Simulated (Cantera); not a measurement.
**Moist CO burnout**

An isothermal, constant-pressure homogeneous reactor starts with 0.292 % CO, 5.18 % O2, 0.348 % H2O, 94.2 % N2, equivalence ratio 0.028, at 1475 K and 1.10 bar.

Detailed kinetics in Cantera: GRI-Mech 3.0 (53 species, 325 reactions).

```tsv
t (s)	x CO	x O2	x H2O	x CO2	x H2
3.00e-6	0.00292	0.0518	0.00348	8.43e-10	<1e-12
1.80e-5	0.00292	0.0518	0.00348	5.10e-9	<1e-12
0.000108	0.00292	0.0518	0.00348	3.48e-8	4.81e-11
0.000646	0.00292	0.0518	0.00348	1.32e-6	1.28e-8
0.00387	0.000744	0.0505	0.00337	0.00218	1.24e-5
0.0232	1.24e-5	0.0504	0.00347	0.00291	3.67e-7
0.139	1.30e-7	0.0504	0.00348	0.00292	2.91e-8
0.835	4.18e-8	0.0504	0.00349	0.00292	2.01e-8
5.00	4.18e-8	0.0504	0.00349	0.00292	2.01e-8
30.0	4.18e-8	0.0504	0.00349	0.00292	2.01e-8
```
x: mole fraction; the columns are a selection and need not sum to one.

Equilibrium at this temperature and pressure: CO 4.19e-8, O2 0.0501, H2O 0.00349, CO2 0.00292, H2 2.01e-8 (gas phase only).
